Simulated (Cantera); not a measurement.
An isothermal, constant-pressure homogeneous reactor starts with 0.407 % CH2O, 0.328 % O2, 99.3 % N2, at 925 K and 10500 Torr.

Detailed kinetics in Cantera: GRI-Mech 3.0 (53 species, 325 reactions). The pressure lies above the range GRI-Mech 3.0 was tuned for (to about 10 atm). Below about 1000 K GRI-Mech 3.0 lacks low-temperature oxidation paths.

Problem. Predict: x(O2) at 100 s; x(H2) at 100 s.

Solution. 
| Quantity | Value |
|---|---|
| x(O2) at 100 s | 1.66e-8 (gas-phase equilibrium <1e-12) |
| x(H2) at 100 s | 0.000112 (gas-phase equilibrium 0.00101) |
